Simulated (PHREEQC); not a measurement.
Make-up at 20 °C: 0.0011 mol Al2(SO4)3 and 0.0014 mol FeSO4 per kg of water. Closed to the air; pH follows from the charge balance.

All values are PHREEQC results (ion-association model, phreeqc.dat), not measurements.

No solid was allowed to form.

Q: Estimate the pH, ionic strength.

A: pH 4.31; ionic strength 0.0115 mol/kgw.

Q: In which forms is Fe present?

A: Fe+2 84 %, FeSO4 16 % of the Fe.

Saturation is exceeded, for instance for Gibbsite (slow to form); the values hold only as long as no solid forms.
